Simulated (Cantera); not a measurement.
Feed: 1 mol Si2H6, 26 mol O2, 2.7 mol H2, at 1350 K and 0.720 Torr.

Cantera equilibrium calculation (NASA polynomials, part measured and part estimated; ideal gas, pure solids and liquids). Candidate condensed phases: H2O, Si, SiO2; 18 gas species. The feed counts by its element totals alone. The tables hold silica as quartz up to 1696 K and as liquid above; real silica turns to tridymite and cristobalite and melts near 1996 K. Kinetics and transport are ignored.

Base state: O2 0.788, H2O 0.212, OH 0.000211, O 1.21e-5 (mole fractions); condensed: SiO2(β-quartz).

Question: What changes in the equilibrium state with this change: Si2H6 replaced by SiCl4?

Answer: 
| species | before | after |
|---|---|---|
| O2 | 0.788 | 0.833 |
| HCl | 0 | 0.119 |
| H2O | 0.212 | 0.0323 |
| Cl | 0 | 0.0158 |
| Cl2 | 0 | 0.000656 |
| ClO | 0 | 1.35e-5 |
| SiO2(β-quartz), mol | 2.00 | 1.00 |
